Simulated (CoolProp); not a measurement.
Computed with CoolProp (reference Helmholtz-energy equation of state, Zhou 2012).

Question: Give the vapour pressure (MPa), liquid density (kg/m³), liquid cp (kJ/(kg K)), liquid viscosity (µPa s) of saturated o-xylene at 327.3, 547.5 K.

Answer: 
```json
[
 {"T (K)": "327.3", "p (MPa)": "0.00416", "liquid density (kg/m³)": "851", "liquid cp (kJ/(kg K))": "1.86", "liquid viscosity (µPa s)": "532"},
 {"T (K)": "547.5", "p (MPa)": "1.28", "liquid density (kg/m³)": "614", "liquid cp (kJ/(kg K))": "2.77", "liquid viscosity (µPa s)": "108"}
]
```

Viscosity comes from a separate model (Cao 2016).
